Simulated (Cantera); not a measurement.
# SrCl2 + H2O + N2 (halide evaporation, hydrolysis and transport)

Input: 1 mol SrCl2, 8.7 mol H2O, 8.8 mol N2, held at 0.00230 bar.

These are equilibrium values from Cantera (NASA tables, ideal gas, pure condensed phases), not measurements of a reactor. Candidate condensed phases: H2O, NH4Cl, Sr, SrCl2, SrO, Sr(OH)2; 35 gas species. Mutual solubility and eutectic melting of coexisting phases are not modelled. Condensed phases not in the tables: oxide chlorides. Equilibrium is a limit: real reactors are often held back by kinetics, nucleation or transport.

| T (K) | x N2 | x H2O | x H2 | x HCl | x SrCl2 | x H | x OH | x O2 | n SrCl2(s) | n SrO(s) | n SrCl2(l) |
|---|---|---|---|---|---|---|---|---|---|---|---|
| 1098 | 0.502 | 0.496 | 7.17e-6 | 0.00206 | 2.93e-5 | 1.38e-9 | 4.20e-7 | 3.26e-6 | 0.981 | 0.0180 | 0 |
| 1198 | 0.501 | 0.492 | 3.31e-5 | 0.00690 | 0.000507 | 2.28e-8 | 2.68e-6 | 1.42e-5 | 0 | 0.0607 | 0.930 |
| 1298 | 0.496 | 0.481 | 0.000122 | 0.0183 | 0.00511 | 2.46e-7 | 1.26e-5 | 4.76e-5 | 0 | 0.162 | 0.747 |
| 1398 | 0.476 | 0.450 | 0.000369 | 0.0397 | 0.0341 | 1.89e-6 | 4.56e-5 | 0.000124 | 0 | 0.369 | 0 |
| 1498 | 0.475 | 0.451 | 0.000947 | 0.0363 | 0.0357 | 1.10e-5 | 0.000149 | 0.000334 | 0 | 0.339 | 0 |
| 1598 | 0.475 | 0.450 | 0.00217 | 0.0335 | 0.0369 | 5.17e-5 | 0.000418 | 0.000786 | 0 | 0.316 | 0 |
| 1698 | 0.474 | 0.448 | 0.00451 | 0.0313 | 0.0377 | 0.000203 | 0.00103 | 0.00166 | 0 | 0.300 | 0 |
| 1798 | 0.473 | 0.443 | 0.00862 | 0.0293 | 0.0382 | 0.000682 | 0.00230 | 0.00321 | 0 | 0.287 | 0 |
| 1898 | 0.470 | 0.432 | 0.0153 | 0.0275 | 0.0382 | 0.00201 | 0.00467 | 0.00574 | 0 | 0.278 | 0 |
| 1998 | 0.465 | 0.415 | 0.0251 | 0.0256 | 0.0378 | 0.00530 | 0.00872 | 0.00958 | 0 | 0.266 | 0 |
| 2098 | 0.457 | 0.388 | 0.0385 | 0.0235 | 0.0367 | 0.0126 | 0.0150 | 0.0150 | 0 | 0.240 | 0 |
| 2198 | 0.443 | 0.347 | 0.0547 | 0.0209 | 0.0345 | 0.0272 | 0.0240 | 0.0222 | 0 | 0.166 | 0 |
x: gas mole fraction; n: condensed amount in mol.

At 1098 K the condensed part is SrCl2(s) + SrO(s). From 1198 K to 1298 K the condensed part is SrCl2(l) + SrO(s). From 1398 K to 2198 K the condensed part is SrO(s). The main Sr-bearing gas is SrCl2 throughout. The share of Sr in condensed phases is highest at 1098 K (99.9 %) and lowest at 2198 K (16.6 %).
